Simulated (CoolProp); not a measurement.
R124 along the isobar 143 bar: fugacity coefficient from the reference equation and from simpler models built on Tc = 122.3 °C, pc = 36.24 bar, ω = 0.288; each cubic takes its own stable root.

Model: reference Helmholtz-energy equation of state, de Vries 1995, in CoolProp.

```json
[
 {"T (°C)": "64.75", "phase": "liquid", "reference": "0.1063"},
 {"T (°C)": "74.95", "phase": "liquid", "reference": "0.1287"},
 {"T (°C)": "85.05", "phase": "liquid", "reference": "0.1531"},
 {"T (°C)": "95.25", "phase": "liquid", "reference": "0.1799"},
 {"T (°C)": "105.45", "phase": "liquid", "reference": "0.2085"},
 {"T (°C)": "115.55", "phase": "liquid", "reference": "0.2385"},
 {"T (°C)": "125.75", "phase": "supercritical", "reference": "0.2701"},
 {"T (°C)": "135.85", "phase": "supercritical", "reference": "0.3025"},
 {"T (°C)": "146.05", "phase": "supercritical", "reference": "0.3359"},
 {"T (°C)": "156.25", "phase": "supercritical", "reference": "0.3697"},
 {"T (°C)": "166.35", "phase": "supercritical", "reference": "0.4032"},
 {"T (°C)": "176.55", "phase": "supercritical", "reference": "0.4368"},
 {"T (°C)": "186.65", "phase": "supercritical", "reference": "0.4695"},
 {"T (°C)": "196.85", "phase": "supercritical", "reference": "0.5017"}
]
```

### Question
How far does each simpler model (van der Waals, Redlich-Kwong, Soave-Redlich-Kwong, Peng-Robinson) lie from the reference over these 14 states: mean and median of the absolute difference, and the worst?

### Answer
- van der Waals: mean 31.9 %, median 21.5 %, worst +100.0 % at 64.75 °C and 143 bar
- Redlich-Kwong: mean 10.0 %, median 6.1 %, worst +29.6 % at 64.75 °C and 143 bar
- Soave-Redlich-Kwong: mean 7.9 %, median 8.0 %, worst +8.2 % at 125.75 °C and 143 bar
- Peng-Robinson: mean 0.8 %, median 0.7 %, worst -1.5 % at 64.75 °C and 143 bar
